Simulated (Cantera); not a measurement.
A closed system holds: 1 mol Cu2O, 0.85 mol CH4, 3.4 mol H2, equilibrated at 101000 Pa.

These are equilibrium values from Cantera (NASA tables, ideal gas, pure condensed phases), not measurements of a reactor. Candidate condensed phases: C, C6H6, C7H8, C8H18, Cu, CuO, Cu(OH)2, Cu2O, H2O; 113 gas species. Kinetics and transport are ignored.

x: gas mole fraction; n: condensed amount in mol.

```csv
T (°C),x H2,x CO,x H2O,x Cu,x H,x CO2,n Cu(l)
1225,0.833,0.141,0.0237,7.85e-6,1.56e-5,0.00156,2.00
1325,0.833,0.141,0.0239,___,___,___,2.00
1425,0.833,0.142,0.0240,0.000153,0.000131,0.00120,2.00
1525,0.832,0.142,0.0241,0.000522,0.000319,0.00108,2.00
1625,0.831,0.142,0.0242,0.00156,0.000708,0.000981,1.99
1725,0.828,0.141,0.0242,___,___,0.000901,1.97
1825,0.822,0.140,0.0241,0.0101,0.00277,0.000833,1.94
1925,0.809,0.138,0.0238,0.0225,0.00498,0.000772,1.86
```

Question: Fill in the missing entries.

Answer: 
- 1325, x Cu: 3.81e-5
- 1325, x H: 4.83e-5
- 1325, x CO2: 0.00135
- 1725, x Cu: 0.00417
- 1725, x H: 0.00145
